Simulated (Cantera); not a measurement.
Input (Python, Cantera) and output of one run.

```python
import numpy as np
import cantera as ct

gas_names = """
    F F2 H HF H2 H2F2 H3F3 H4F4 H5F5 H6F6 H7F7 Si SiF SiF2 SiF3 SiF4 SiH SiHF3 SiH2 SiH2F2 SiH3 SiH3F
    SiH4 Si2 Si3
""".split()
cond_names = """
    Si(cr) Si(L)
""".split()


def load(file, names, dense=False):
    # The tables refer to 1 bar. Condensed volumes are neglected.
    table = {s.name: s for s in ct.Species.list_from_file(file)}
    out = []
    for n in names:
        d = dict(table[n].input_data)
        d["thermo"] = dict(d["thermo"], **{"reference-pressure": 1e5})
        if dense:
            d["equation-of-state"] = {"model": "constant-volume", "density": "1e6 g/cm^3"}
        out.append(ct.Species.from_dict(d))
    return out


gas = ct.Solution(thermo="ideal-gas", species=load("nasa_gas.yaml", gas_names))
cond = {s.name: ct.Solution(thermo="fixed-stoichiometry", species=[s], name=s.name)
        for s in load("nasa_condensed.yaml", cond_names, dense=True)}
atoms = {
    'Si': {'Si': 1},
    'HF': {'H': 1, 'F': 1},
}
top_T = {}  # K; cautious upper limits of use, not melting points


def equilibrate(T, P, feed):
    n = {}
    for name, mol in feed.items():
        for a, k in atoms[name].items():
            n[a] = n.get(a, 0.0) + k * mol
    gas.TPX = T, P, n
    mass = sum(n.values()) * gas.mean_molecular_weight
    gas.equilibrate("TP")
    valid = [c for c in cond.values() if c.min_temp <= T <= top_T.get(c.name, c.max_temp)]
    mix = ct.Mixture([(gas, mass / gas.mean_molecular_weight)] + [(c, 0.0) for c in valid])
    mix.T, mix.P = T, P
    mix.equilibrate("TP", solver="vcs", rtol=1e-11, max_steps=5000)
    return mix


results = []
feed = {'Si': 1, 'HF': 12}  # mol
P = 1.7  # Pa
for T in [1000, 1050, 1100, 1150, 1200, 1250, 1300, 1350, 1400, 1450, 1500, 1550, 1600, 1650]:
    mix = equilibrate(T, P, feed)
    results.append((T, P, feed, dict(zip(mix.species_names, mix.species_moles))))

top = {s: max(r[3][s] / sum(r[3][g] for g in gas_names) for r in results) for s in gas_names}
cols = sorted((s for s in top if top[s] > 1e-06), key=lambda s: -top[s])[:7]
seen = [c for c in cond_names if any(r[3].get(c, 0) > 1e-12 for r in results)]
print("log10 of partial pressures in bar; condensed amounts in mol")
print(f"{'T/K':>10s}" + "".join(f"{s[:9]:>10s}" for s in cols + seen))
for T, P, feed, n in results:
    ng = sum(n[g] for g in gas_names)
    print(f"{T:10.4g}" + "".join(f"{np.log10(max(n[s] / ng * P / 1e5, 1e-99)):10.3f}" for s in cols)
          + "".join(f"{n.get(c, 0):10.4g}" for c in seen))
```

Output:

```
log10 of partial pressures in bar; condensed amounts in mol
       T/K        HF        H2      SiF4      SiF3         H      SiF2     SiHF3
      1000    -4.908    -5.510    -5.811   -11.529   -11.399   -16.923   -12.079
      1050    -4.908    -5.510    -5.811   -10.900   -10.846   -15.745   -11.740
      1100    -4.908    -5.510    -5.811   -10.328   -10.342   -14.676   -11.433
      1150    -4.908    -5.510    -5.811    -9.807    -9.882   -13.701   -11.153
      1200    -4.908    -5.510    -5.811    -9.331    -9.460   -12.810   -10.896
      1250    -4.908    -5.510    -5.811    -8.893    -9.071   -11.991   -10.661
      1300    -4.908    -5.510    -5.812    -8.490    -8.711   -11.238   -10.445
      1350    -4.908    -5.511    -5.813    -8.119    -8.378   -10.542   -10.246
      1400    -4.908    -5.512    -5.816    -7.776    -8.069    -9.900   -10.064
      1450    -4.907    -5.514    -5.822    -7.462    -7.781    -9.307    -9.899
      1500    -4.907    -5.518    -5.832    -7.175    -7.514    -8.763    -9.753
      1550    -4.906    -5.526    -5.851    -6.918    -7.265    -8.268    -9.629
      1600    -4.904    -5.538    -5.882    -6.695    -7.034    -7.825    -9.532
      1650    -4.901    -5.557    -5.930    -6.510    -6.820    -7.438    -9.470
```

These are equilibrium values from Cantera (NASA tables, ideal gas, pure condensed phases), not measurements of a reactor. The tables' values for SiF3, SiF2 are old estimates; treat these amounts as uncertain.
